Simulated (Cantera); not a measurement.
Input: 1 mol CH₃SiH₃, 0.55 mol C₃H₈, 2 mol H₂, equilibrated at 12.8 Torr.

Cantera equilibrium calculation (NASA polynomials, part measured and part estimated; ideal gas, pure solids and liquids). Candidate condensed phases: C, C₆H₆, C₇H₈, C₈H₁₈, Si, SiC; 87 gas species. The feed counts by its element totals alone. Gases not in the tables: Si₂H₆ and higher silanes. The numbers say what is thermodynamically allowed, not how fast it happens.

**Question.** What share of the Si ends up in condensed phases as a function of T (K), at 1125, 1325, 1525, 1725, 1925, 2125, 2325, 2525?

**Answer.** 
| T (K) | Si condensed (%) | as |
|---|---|---|
| 1125 | 100.0 | SiC(s) |
| 1325 | 100.0 | SiC(s) |
| 1525 | 100.0 | SiC(s) |
| 1725 | 100.0 | SiC(s) |
| 1925 | 100.0 | SiC(s) |
| 2125 | 99.2 | SiC(s) |
| 2325 | 89.0 | SiC(s) |
| 2525 | 0.0 | - |
